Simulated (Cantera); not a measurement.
Cantera run, input and output.

```python
import numpy as np
import cantera as ct

gas = ct.Solution("gri30.yaml")
gas.TPX = 425, 1000000, {'C3H8': 1, 'O2': 2.78, 'N2': 8.89, 'CO2': 1.7, 'H2': 0.085}
inlet = ct.Reservoir(gas, clone=True)
gas.equilibrate("HP")  # start burning
reactor = ct.IdealGasConstPressureReactor(gas, energy="on", clone=False)
exhaust = ct.Reservoir(gas, clone=True)
tau = [0.46, 0.12, 0.031, 0.008, 0.0021, 0.00054, 0.00014, 3.6e-05, 9.4e-06][0]
for a, b in ((inlet, reactor), (reactor, exhaust)):
    ct.MassFlowController(a, b, mdot=lambda t: reactor.mass / tau)
net = ct.ReactorNet([reactor])
show = ['C3H8', 'O2', 'CO2', 'N2O', 'CH3', 'CH4', 'HO2']

rows = []
print(f"{'tau/s':>10s}{'T/K':>9s}" + "".join(f"{s:>11s}" for s in show))
for tau in [0.46, 0.12, 0.031, 0.008, 0.0021, 0.00054, 0.00014, 3.6e-05, 9.4e-06]:
    net.initial_time = 0.0
    net.advance(30 * tau)
    before = gas.X
    net.advance(40 * tau)
    drift = np.max(np.abs(gas.X - before) / (gas.X + 1e-9))
    rows.append([gas.T, *gas[show].X, drift])
    print(f"{tau:10.3e}{gas.T:9.1f}" + "".join(f"{x:11.3e}" for x in gas[show].X))
```

Output:

```
     tau/s      T/K       C3H8         O2        CO2        N2O        CH3        CH4        HO2
 4.600e-01   1768.3  4.355e-07  9.871e-05  9.932e-02  2.774e-10  2.967e-05  3.853e-03  2.902e-08
 1.200e-01   1782.5  1.429e-06  3.052e-04  1.054e-01  7.786e-10  5.880e-05  5.660e-03  9.949e-08
 3.100e-02   1791.8  4.837e-06  8.741e-04  1.118e-01  2.205e-09  1.090e-04  7.263e-03  3.443e-07
 8.000e-03   1788.3  1.731e-05  2.238e-03  1.167e-01  6.105e-09  1.885e-04  8.347e-03  1.223e-06
 2.100e-03   1765.4  6.543e-05  5.236e-03  1.195e-01  1.601e-08  3.059e-04  9.331e-03  4.449e-06
 5.400e-04   1703.3  3.040e-04  1.287e-02  1.212e-01  4.287e-08  4.704e-04  1.169e-02  1.830e-05
 1.400e-04    425.0  6.918e-02  1.923e-01  1.176e-01  2.062e-23  1.324e-25  6.454e-18  1.735e-20
 3.600e-05    425.0  6.918e-02  1.923e-01  1.176e-01  9.925e-26  6.388e-28  3.106e-20  1.036e-22
 9.400e-06    425.0  6.918e-02  1.923e-01  1.176e-01  6.269e-27  4.050e-29  1.962e-21  1.147e-23
```

Cantera simulation using GRI-Mech 3.0 (53 species, 325 reactions); the numbers are that mechanism's predictions, not measurements. GRI-Mech 3.0 was tuned for natural gas; its chemistry of propane as a main component is partial and can be far from experiment.
